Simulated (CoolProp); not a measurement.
CH2F2 (R32) along the isobar 2.14 MPa: Z from the reference equation and from simpler models built on Tc = 351.3 K, pc = 5.783 MPa, ω = 0.277; each cubic takes its own stable root.

Values from CoolProp's reference Helmholtz-energy equation of state, Tillner-Roth 1997.

```tsv
T (K)	phase	reference	van der Waals	Redlich-Kwong	Soave-Redlich-Kwong	Peng-Robinson
281	liquid	0.04616	0.7620	0.06309	0.05985	0.05277
296.4	liquid	0.04650	0.7993	0.06480	0.06110	0.05385
311.8	gas	0.7295	0.8278	0.7900	0.7748	0.7596
327.2	gas	0.7867	0.8505	0.8234	0.8160	0.8014
342.6	gas	0.8260	0.8689	0.8494	0.8472	0.8333
358	gas	0.8553	0.8841	0.8702	0.8717	0.8585
373.4	gas	0.8780	0.8970	0.8872	0.8915	0.8789
388.8	gas	0.8961	0.9079	0.9013	0.9078	0.8957
404.2	gas	0.9108	0.9173	0.9131	0.9213	0.9097
419.6	gas	0.9230	0.9255	0.9232	0.9327	0.9216
435	gas	0.9332	0.9326	0.9318	0.9423	0.9318
```

At some of these states van der Waals gives the other phase, because its saturation line lies elsewhere.
